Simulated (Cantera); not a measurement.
# Thermodynamics of silicon epitaxy and polysilicon growth, feed SiCl₄ + HCl + H₂

A closed system holds: 1 mol SiCl₄, 0.15 mol HCl, 19 mol H₂, at 133 Pa.

Cantera equilibrium calculation (NASA polynomials, part measured and part estimated; ideal gas, pure solids and liquids). Candidate condensed phases: Si; 19 gas species. The tables' values for SiCl₃, SiCl are old estimates; treat these amounts as uncertain. Gases not in the tables: Si₂H₆ and higher silanes. Equilibrium is a limit: real reactors are often held back by kinetics, nucleation or transport.

From 998 K to 1598 K the condensed part is Si(s). From 1698 K to 1798 K the condensed part is Si(l). The main Si-bearing gas is SiCl₄ at 998 K and SiCl₂ at 1798 K. The share of Si in condensed phases is highest at 1098 K (18.9 %) and lowest at 1698 K (1.3 %).

```csv
T (K),x H₂,x HCl,x SiCl₂,x SiCl₄,n Si(s),n Si(l)
998,0.912,0.0449,0.00375,0.0327,0.118,0
1098,0.880,0.0811,0.0152,0.0170,0.189,0
1198,0.855,0.106,0.0309,0.00402,0.170,0
1298,0.848,0.111,0.0385,0.000567,0.129,0
1398,0.847,0.110,0.0417,8.58e-5,0.0953,0
1498,0.848,0.107,0.0436,1.61e-5,0.0662,0
1598,0.848,0.105,0.0449,3.69e-6,0.0397,0
1698,0.846,0.104,0.0455,1.00e-6,0,0.0130
1798,0.837,0.107,0.0427,3.29e-7,0,0.0172
```
x: gas mole fraction; n: condensed amount in mol.
